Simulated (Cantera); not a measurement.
Feed: 1 mol Si3N4, a varied amount of O2, equilibrated at 1625 K and 0.0133 bar.

Equilibrium computed with Cantera from the NASA thermochemical tables; the gas is ideal and each condensed phase is pure. Candidate condensed phases: Si, SiO2, Si2N2O, Si3N4; 16 gas species. Mutual solubility and eutectic melting of coexisting phases are not modelled. The tables hold silica as quartz up to 1696 K and as liquid above; real silica turns to tridymite and cristobalite and melts near 1996 K. The numbers say what is thermodynamically allowed, not how fast it happens.

x: gas mole fraction; n: condensed amount in mol.

```
n(O2) (mol)   x N2     x O2     x SiO      x NO       x O    x NO2  n SiO2(β-quartz)  n Si2N2O(s)
-----------  -----  -------  --------  --------  --------  -------  ----------------  -----------
1.7          0.985   <1e-12    0.0155  9.34e-11  3.00e-12   <1e-12              1.26        0.861
2.1          0.985   <1e-12    0.0155  9.34e-11  3.00e-12   <1e-12              1.79        0.593
2.5          0.985   <1e-12    0.0155  9.34e-11  3.00e-12   <1e-12              2.32        0.325
3            1.000  4.67e-8   1.27e-6   1.14e-6       [?]   <1e-12              3.00            0
3.5          0.799    0.199  6.17e-10   0.00211       [?]  8.97e-7              3.00            0
4.2          0.624    0.374  4.50e-10   0.00255       [?]  1.49e-6              3.00            0
5.1          0.486    0.511  3.85e-10   0.00264       [?]  1.80e-6              3.00            0
6.1          0.391    0.606  3.54e-10   0.00257  0.000131  1.91e-6              3.00            0
7.3          0.316    0.681  3.34e-10   0.00245  0.000139  1.93e-6              3.00            0
8.7          0.259    0.739  3.20e-10   0.00231  0.000145  1.90e-6              3.00            0
```

Q: Fill in the missing entries.

A: 
- 3, x O: 3.65e-8
- 3.5, x O: 7.52e-5
- 4.2, x O: 0.000103
- 5.1, x O: 0.000120
